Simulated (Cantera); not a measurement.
# Premixed flame

A freely propagating, adiabatic, planar premixed flame of CO : H₂ : CH₄ : O₂ : N₂ : H₂O = 1 : 0.13 : 1.2 : 2.12 : 7.96 : 0.59 (molar parts), equivalence ratio 1.4, unburnt at 600 K and 1.60 bar; mixture-averaged transport, grid criteria slope 0.08 and curve 0.16, no radiation.

Detailed kinetics in Cantera: GRI-Mech 3.0 (53 species, 325 reactions). Burning velocities carry a grid error of a few per cent, more on coarse grids.

| z (mm) | T (K) | u (m/s) | x CO | x H₂ | x CH₄ | x C₂H₂ | x N₂O | x NO |
|---|---|---|---|---|---|---|---|---|
| -0.763 | 600 | 0.948 | 0.0768 | 0.0117 | 0.0921 | <1e-8 | <1e-8 | <1e-8 |
| -0.508 | 603 | 0.955 | 0.0766 | 0.0145 | 0.0916 | 1.33e-7 | <1e-8 | <1e-8 |
| -0.381 | 617 | 0.980 | 0.0764 | 0.0181 | 0.0905 | 9.53e-7 | <1e-8 | 4.63e-8 |
| -0.254 | 701 | 1.12 | 0.0771 | 0.0247 | 0.0851 | 9.74e-6 | <1e-8 | 4.17e-7 |
| -0.127 | 1116 | 1.81 | 0.0859 | 0.0352 | 0.0591 | 0.000101 | <1e-8 | 4.12e-6 |
| -0.0635 | 1500 | 2.46 | 0.0976 | 0.0406 | 0.0328 | 0.000274 | 2.04e-8 | 9.22e-6 |
| 0 | 1843 | 3.04 | 0.108 | 0.0428 | 0.00901 | 0.000509 | 3.46e-8 | 1.79e-5 |
| 0.0635 | 2004 | 3.30 | 0.106 | 0.0407 | 0.00108 | 0.000234 | 3.85e-8 | 3.03e-5 |
| 0.127 | 2053 | 3.36 | 0.0981 | 0.0392 | 8.52e-5 | 3.75e-5 | 3.58e-8 | 4.09e-5 |
| 0.254 | 2086 | 3.39 | 0.0892 | 0.0400 | 6.62e-7 | 7.38e-7 | 2.92e-8 | 5.07e-5 |
| 0.508 | 2118 | 3.44 | 0.0862 | 0.0409 | <1e-8 | <1e-8 | 2.37e-8 | 5.64e-5 |
| 1.02 | 2152 | 3.48 | 0.0862 | 0.0410 | <1e-8 | <1e-8 | 1.87e-8 | 5.95e-5 |
| 2.03 | 2179 | 3.52 | 0.0865 | 0.0409 | <1e-8 | <1e-8 | 1.38e-8 | 6.18e-5 |
x: mole fraction of selected species; z is measured from the peak of heat release.

```json
{
  "laminar_burning_velocity": "94.5 cm/s",
  "thermal_thickness": "0.254 mm",
  "peak x(C₂H₂)": "0.000509",
  "grid_points": "151"
}
```
